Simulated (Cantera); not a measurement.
What does this Cantera script print?

```python
import numpy as np
import cantera as ct

gas = ct.Solution("gri30.yaml", transport_model="mixture-averaged")
show = ['CH3', 'H2O', 'NH3']

rows = []
print(f"{'T/K':>7s}{'rho':>11s}{'cp':>10s}{'mu':>11s}{'lambda':>11s}{'Pr':>7s}" + "".join(f"{'D_' + s:>11s}" for s in show))
for T in [400, 550, 700, 850, 1000, 1150]:
    gas.TPX = T, 100000, {'C3H8': 0.36, 'H2': 0.37, 'CH4': 0.29}
    Pr = gas.cp_mass * gas.viscosity / gas.thermal_conductivity
    D = [gas.mix_diff_coeffs_mole[gas.species_index(s)] for s in show]
    rows.append([gas.density, gas.cp_mass, gas.viscosity, gas.thermal_conductivity, Pr, *D])
    print(f"{T:7g}{gas.density:11.4e}{gas.cp_mass:10.1f}{gas.viscosity:11.4e}"
          f"{gas.thermal_conductivity:11.4e}{Pr:7.3f}" + "".join(f"{d:11.4e}" for d in D))
print("SI units: kg/m3, J/kg/K, Pa s, W/m/K, m2/s")
```

It prints:

```
    T/K        rho        cp         mu     lambda     Pr      D_CH3      D_H2O      D_NH3
    400 6.2711e-01    2654.1 1.2587e-05 8.0925e-02  0.413 3.7888e-05 3.7508e-05 3.6499e-05
    550 4.5608e-01    3229.7 1.6359e-05 1.1438e-01  0.462 6.6775e-05 6.9299e-05 6.6927e-05
    700 3.5835e-01    3725.6 1.9696e-05 1.4831e-01  0.495 1.0157e-04 1.0875e-04 1.0445e-04
    850 2.9511e-01    4136.5 2.2722e-05 1.8215e-01  0.516 1.4171e-04 1.5499e-04 1.4827e-04
   1000 2.5084e-01    4483.1 2.5513e-05 2.1562e-01  0.530 1.8679e-04 2.0739e-04 1.9781e-04
   1150 2.1812e-01    4751.4 2.8123e-05 2.4856e-01  0.538 2.3652e-04 2.6548e-04 2.5266e-04
SI units: kg/m3, J/kg/K, Pa s, W/m/K, m2/s
```

Model: GRI-Mech 3.0 (53 species, 325 reactions), integrated in Cantera. The composition is frozen, though it would react at the higher temperatures.
